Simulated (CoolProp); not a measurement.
The numbers come from the reference Helmholtz-energy equation of state, Thol 2022 in CoolProp.

Problem. For vinyl chloride, give the phase and the density (kg/m³), cp (kJ/(kg K)), isothermal compressibility (1/MPa), expansivity (1/kK) at 430 K and 5820 kPa; 430 K and 7750 kPa.

Solution. 
- 430 K and 5820 kPa: supercritical; density 239, cp 7.25, isothermal compressibility 0.974, expansivity 57.3
- 430 K and 7750 kPa: supercritical; density 559, cp 2.92, isothermal compressibility 0.0613, expansivity 12.0
